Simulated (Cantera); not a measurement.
Feed: 1 mol PbO, 0.35 mol CO, 0.31 mol H2, equilibrated at 1225 °C and 54.0 Pa.

These are equilibrium values from Cantera (NASA tables, ideal gas, pure condensed phases), not measurements of a reactor. Candidate condensed phases: C, C6H6, C7H8, C8H18, H2O, Pb, PbO, PbO2, Pb3O4; 113 gas species. Gases not in the tables: (PbO)n polymers. The numbers say what is thermodynamically allowed, not how fast it happens.

Base state: Pb 0.411, CO2 0.208, PbO 0.185, H2O 0.185, O2 0.00898, CO 0.000451, OH 0.000312, H2 0.000155 (mole fractions); condensed: gas only.

Task: What changes in the equilibrium state with this change: temperature from 1225 °C to 477 °C?

Result: 
```
species          before    after
-------------  --------  -------
CO2               0.208    0.530
H2O               0.185    0.470
H2             0.000155  2.28e-5
Pb                0.411  1.76e-5
PbO               0.185  7.76e-9
O2              0.00898    <1e-9
OH             0.000312    <1e-9
O               1.61e-5    <1e-9
Pb(l), mol            0    0.660
PbO(red), mol         0    0.340
```
